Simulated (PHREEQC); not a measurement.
A solution holds 0.079 mol/kgw CdCl2, 0.0074 mol/kgw H3BO3 and 0.17 mol/kgw HCl, at 25 °C. Closed to the air; pH follows from the charge balance.

Equilibrium calculation in PHREEQC: ion-association model, phreeqc.dat.

Each row changes one thing in this solution. This is a speciation only: nothing precipitates in the calculation.

| case | pH | ionic strength (mol/kgw) | Cl- (mol/kgw) | CdCl+ (mol/kgw) | CdCl2 (mol/kgw) | Cd+2 (mol/kgw) |
|---|---|---|---|---|---|---|
| as made | 0.87 | 0.239 | 0.228 | 0.0466 | 0.0218 | 0.00751 |
| HCl from 0.17 to 0.85 mol/kgw | ___ | 0.878 | 0.859 | 0.0249 | ___ | ___ |
| H3BO3 from 0.0074 to 0.00666 mol/kgw | 0.87 | 0.239 | 0.228 | 0.0466 | 0.0218 | 0.00751 |
| H3BO3 replaced by Cu(BF4)2 at the same molality | 0.88 | 0.257 | 0.228 | ___ | 0.0215 | 0.00769 |
| temperature from 25 to 45 °C | 0.88 | 0.237 | 0.226 | 0.0455 | 0.0221 | 0.00728 |

Problem. Some entries are withheld; supply them.

Solution. 
- HCl from 0.17 to 0.85 mol/kgw, pH: 0.20
- HCl from 0.17 to 0.85 mol/kgw, CdCl2 (mol/kgw): 0.0347
- HCl from 0.17 to 0.85 mol/kgw, Cd+2 (mol/kgw): 0.00107
- H3BO3 replaced by Cu(BF4)2 at the same molality, CdCl+ (mol/kgw): 0.0467

The ionic strength passes 0.7 mol/kgw, the rough limit of the ion-association models, in HCl from 0.17 to 0.85 mol/kgw. Constants without temperature data keep their 25 °C values here. Real BF4- forms and hydrolyses slowly; the run takes it at equilibrium.
